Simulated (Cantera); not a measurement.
An adiabatic, constant-pressure homogeneous reactor starts with H2 : O2 : N2 : H2O = 1 : 0.312 : 1.17 : 0.061 (molar parts), equivalence ratio 1.6, at 1548 K and 1.00 atm. Integrator tolerance rtol = 1e-08.

Computed with Cantera and GRI-Mech 3.0 (53 species, 325 reactions).

```csv
quantity,before,after
time of steepest temperature rise,11.9 µs,1.43 µs
temperature at 9.00 s,2833 K,3000 K
equilibrium temperature,2833 K,3000 K
x(H2) at 9.00 s,0.162 (gas-phase equilibrium 0.162),0.165 (gas-phase equilibrium 0.165)
x(O2) at 9.00 s,0.00170 (gas-phase equilibrium 0.00170),0.000652 (gas-phase equilibrium 0.000652)
x(H2O) at 9.00 s,0.270 (gas-phase equilibrium 0.270),0.285 (gas-phase equilibrium 0.285)
x(NO2) at 9.00 s,1.65e-7 (gas-phase equilibrium 1.65e-7),2.11e-7 (gas-phase equilibrium 2.11e-7)
x(H) at 9.00 s,0.0370 (gas-phase equilibrium 0.0370),0.0212 (gas-phase equilibrium 0.0212)
```

What was changed between the two runs?
A) pressure from 1.00 atm to 9.18 atm
B) initial temperature 1548 to 1050 K
C) pressure from 1.00 atm to 1.48 atm
D) initial temperature 1548 to 1250 K

A, pressure from 1.00 atm to 9.18 atm
